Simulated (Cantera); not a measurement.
Input: 1 mol C₆H₆, 3.5 mol H₂, 2 mol N₂, held at 0.133 bar.

Equilibrium computed with Cantera from the NASA thermochemical tables; the gas is ideal and each condensed phase is pure. Candidate condensed phases: C, C₆H₆, C₇H₈, C₈H₁₈; 92 gas species. The numbers say what is thermodynamically allowed, not how fast it happens.

### Question
What share of the C ends up in condensed phases as a function of T (K), at 1673, 1773, 1873, 1973, 2073, 2173, 2273, 2373, 2473, 2573, 2673, 2773?

### Answer
| T (K) | C condensed (%) | as |
|---|---|---|
| 1673 | 99.8 | C(graphite) |
| 1773 | 99.6 | C(graphite) |
| 1873 | 99.4 | C(graphite) |
| 1973 | 99.0 | C(graphite) |
| 2073 | 98.5 | C(graphite) |
| 2173 | 97.8 | C(graphite) |
| 2273 | 96.8 | C(graphite) |
| 2373 | 95.5 | C(graphite) |
| 2473 | 93.8 | C(graphite) |
| 2573 | 91.8 | C(graphite) |
| 2673 | 89.2 | C(graphite) |
| 2773 | 86.2 | C(graphite) |
